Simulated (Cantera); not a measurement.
**Metals in furnace atmospheres: Fe + NH3 + N2**

Input: 1 mol Fe, 4.5 mol NH3, 97 mol N2, at 0.100 bar.

These are equilibrium values from Cantera (NASA tables, ideal gas, pure condensed phases), not measurements of a reactor. Candidate condensed phases: Fe; 10 gas species. The numbers say what is thermodynamically allowed, not how fast it happens.

```json
[
 {"T (K)": "725", "x N2": "0.936", "x H2": "0.0637", "x NH3": "1.06e-5", "x H": "<1e-12", "x Fe": "<1e-12", "n Fe(α)": "1.00", "n Fe(γ)": "0"},
 {"T (K)": "775", "x N2": "0.936", "x H2": "0.0637", "x NH3": "6.03e-6", "x H": "<1e-12", "x Fe": "<1e-12", "n Fe(α)": "1.00", "n Fe(γ)": "0"},
 {"T (K)": "825", "x N2": "0.936", "x H2": "0.0637", "x NH3": "3.64e-6", "x H": "6.33e-12", "x Fe": "<1e-12", "n Fe(α)": "1.00", "n Fe(γ)": "0"},
 {"T (K)": "875", "x N2": "0.936", "x H2": "0.0637", "x NH3": "2.32e-6", "x H": "4.00e-11", "x Fe": "<1e-12", "n Fe(α)": "1.00", "n Fe(γ)": "0"},
 {"T (K)": "925", "x N2": "0.936", "x H2": "0.0637", "x NH3": "1.55e-6", "x H": "2.08e-10", "x Fe": "<1e-12", "n Fe(α)": "1.00", "n Fe(γ)": "0"},
 {"T (K)": "975", "x N2": "0.936", "x H2": "0.0637", "x NH3": "1.07e-6", "x H": "9.13e-10", "x Fe": "<1e-12", "n Fe(α)": "1.00", "n Fe(γ)": "0"},
 {"T (K)": "1025", "x N2": "0.936", "x H2": "0.0637", "x NH3": "7.70e-7", "x H": "3.48e-9", "x Fe": "<1e-12", "n Fe(α)": "1.00", "n Fe(γ)": "0"},
 {"T (K)": "1075", "x N2": "0.936", "x H2": "0.0637", "x NH3": "5.69e-7", "x H": "1.17e-8", "x Fe": "4.51e-12", "n Fe(α)": "1.00", "n Fe(γ)": "0"},
 {"T (K)": "1125", "x N2": "0.936", "x H2": "0.0637", "x NH3": "4.32e-7", "x H": "3.55e-8", "x Fe": "3.36e-11", "n Fe(α)": "1.00", "n Fe(γ)": "0"},
 {"T (K)": "1175", "x N2": "0.936", "x H2": "0.0637", "x NH3": "3.35e-7", "x H": "9.78e-8", "x Fe": "2.11e-10", "n Fe(α)": "1.00", "n Fe(γ)": "0"},
 {"T (K)": "1225", "x N2": "0.936", "x H2": "0.0637", "x NH3": "2.65e-7", "x H": "2.49e-7", "x Fe": "1.13e-9", "n Fe(α)": "0", "n Fe(γ)": "1.00"},
 {"T (K)": "1275", "x N2": "0.936", "x H2": "0.0637", "x NH3": "2.14e-7", "x H": "5.88e-7", "x Fe": "5.28e-9", "n Fe(α)": "0", "n Fe(γ)": "1.000"},
 {"T (K)": "1325", "x N2": "0.936", "x H2": "0.0637", "x NH3": "1.75e-7", "x H": "1.30e-6", "x Fe": "2.20e-8", "n Fe(α)": "0", "n Fe(γ)": "1.000"}
]
```
x: gas mole fraction; n: condensed amount in mol.

From 725 K to 1175 K the condensed part is Fe(α). From 1225 K to 1325 K the condensed part is Fe(γ).
